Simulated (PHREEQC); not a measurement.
Consider water at 20 °C with 0.26 mol/kgw CuCl2. Closed to the air; pH follows from the charge balance.

Computed with PHREEQC (ion-association model, phreeqc.dat).

Q: The ionic strength comes out as 0.674 mol/kgw. What activity coefficients do H+, CuOH+, CuCl+, Cu2(OH)2+2, CuCl3- get?

A: H+ 0.76, CuOH+ 0.63, CuCl+ 0.63, Cu2(OH)2+2 0.31, CuCl3- 0.63.

Precipitation was switched off in this run. Species that the database lacks are ignored.
